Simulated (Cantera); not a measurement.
Low-pressure radical oxidation in H2/O2

An isothermal, constant-pressure homogeneous reactor starts with H2 : O2 = 0.11 : 1 (molar parts), at 1175 K and 3.75 Torr.

Computed with Cantera and the H2/O2 subset of GRI-Mech 3.0, which has no nitrogen chemistry. Radical loss at walls, strong at low pressure, is not modelled. The temperature is held fixed by assumption; the heat of reaction is taken as removed at once.

```
t (s)         x H2   x O2       x H       x O      x OH     x H2O    x H2O2
--------  --------  -----  --------  --------  --------  --------  --------
0.000100    0.0991  0.901   1.54e-9  5.34e-10  4.52e-10  1.80e-10    <1e-12
0.000340    0.0991  0.901   6.07e-9   5.15e-9   3.52e-9   4.79e-9  2.63e-12
0.00115     0.0991  0.901   1.34e-7   1.54e-7   9.44e-8   2.67e-7  3.03e-11
0.00391     0.0922  0.896   0.00232   0.00263   0.00154   0.00497   8.23e-9
0.0133     0.00266  0.835    0.0239    0.0508   0.00536    0.0822   5.68e-8
0.0451     0.00219  0.848    0.0171    0.0403   0.00490    0.0874   6.19e-8
0.153      0.00113  0.873   0.00577    0.0193   0.00356    0.0969   7.03e-8
0.520     0.000210  0.892  0.000442   0.00348   0.00155     0.103   5.90e-8
1.77       2.09e-5  0.895   1.38e-5  0.000344  0.000489     0.104   2.58e-8
6.00       2.45e-6  0.896   5.60e-7   4.07e-5  0.000168     0.104   8.13e-9
```
x: mole fraction; the columns are a selection and need not sum to one.

Equilibrium at this temperature and pressure: H2 1.17e-8, O2 0.896, H 1.89e-10, O 1.97e-7, OH 1.17e-5, H2O 0.104, H2O2 1.33e-10 (gas phase only).
